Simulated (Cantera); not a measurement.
## Pyrogenic steam for wet oxidation

An isothermal, constant-pressure homogeneous reactor starts with H2 : O2 : N2 = 0.79 : 1 : 9.1 (molar parts), at 1025 K and 0.799 atm.

Cantera simulation using GRI-Mech 3.0 (53 species, 325 reactions); the numbers are that mechanism's predictions, not measurements. The temperature is held fixed by assumption; the heat of reaction is taken as removed at once.

```
t (s)         x H2    x O2     x H2O     x NO      x OH     x NO2
--------  --------  ------  --------  -------  --------  --------
2.00e-5     0.0725  0.0918  1.07e-10   <1e-12  1.35e-11    <1e-12
9.28e-5     0.0725  0.0918   9.93e-9   <1e-12  4.46e-10    <1e-12
0.000431    0.0580  0.0851    0.0129  2.39e-8  0.000495  1.07e-11
0.00200    0.00223  0.0587    0.0729  3.47e-7   2.20e-5   2.16e-8
0.00928    0.00110  0.0581    0.0741  2.59e-7   3.80e-6   1.10e-7
0.0431    0.000349  0.0578    0.0749  1.73e-7   1.76e-6   1.95e-7
0.200      5.21e-5  0.0577    0.0752  7.85e-8   5.20e-7   2.90e-7
0.928      5.76e-6  0.0576    0.0753  5.01e-8   1.33e-7   3.19e-7
4.31       2.06e-7  0.0576    0.0753  1.28e-7   5.31e-8   2.40e-7
20.0      3.66e-10  0.0576    0.0753  2.96e-7   4.99e-8   7.32e-8
```
x: mole fraction; the columns are a selection and need not sum to one.

Equilibrium at this temperature and pressure: H2 6.34e-11, O2 0.0576, H2O 0.0753, NO 2.26e-5, OH 1.23e-7, NO2 4.82e-7 (gas phase only).
